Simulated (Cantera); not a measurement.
# Ignition delay

Mixture: CH3OH : O2 : N2 = 1 : 2.38 : 8.95 (molar parts), equivalence ratio 0.63, at 2.90 bar, adiabatic and at constant volume. Ignition delay is the time to a rise of 400 K.

Detailed kinetics in Cantera: GRI-Mech 3.0 (53 species, 325 reactions). GRI-Mech 3.0 was tuned for natural gas; its chemistry of methanol as a main component is partial and can be far from experiment.

```tsv
T0 (K)	delay (ms)
1050	73.6
1100	25.8
1150	9.91
1200	4.15
1250	1.87
1300	0.908
1350	0.470
```

```json
{
  "apparent activation energy between 1250 and 1350 K": "190 kJ/mol"
}
```
